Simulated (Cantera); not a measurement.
## Reactions in the system Cu-F-H-O

Source: NASA polynomial tables (part measured, part estimated), evaluated in Cantera. Values are per mole of reaction as written; species without (g) are pure solids or liquids, kept so even where they would boil at 1 bar.

2 H₂O(g) + CuF₂(g) ⇌ 2 HF(g) + 2 OH(g) + Cu

```csv
T (K),ΔH° (kJ),ΔS° (J/K),ΔG° (kJ),log10 K
2000,319.4,142.7,34.0,-0.89
2050,319.8,142.9,26.8,-0.68
2100,320.1,143.1,19.7,-0.49
2150,320.5,143.2,12.5,-0.30
2200,320.8,143.4,5.3,-0.13
2250,321.2,143.6,-1.8,0.04
2300,321.5,143.7,-9.0,0.20
2350,321.8,143.8,-16.2,0.36
```
